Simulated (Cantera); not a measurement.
Input: 1 mol trisilylamine, 10 mol N₂, 44 mol NH₃, held at 1450 K and 1.00 mbar.

Method: chemical equilibrium by Gibbs-energy minimisation in Cantera with the NASA 1993 tables (ideal gas, pure condensed phases). Candidate condensed phases: Si, Si₃N₄; 18 gas species. The feed counts by its element totals alone. Rates play no part.

Problem. What is the equilibrium state?

Solution. 
- x(H₂) = 0.698
- x(N₂) = 0.302
- x(H) = 0.000250
- n(Si₃N₄(s)) = 1.000 mol
- gas amount = 101.0 mol
- log10 activity of Si(s) (absent) = -0.83
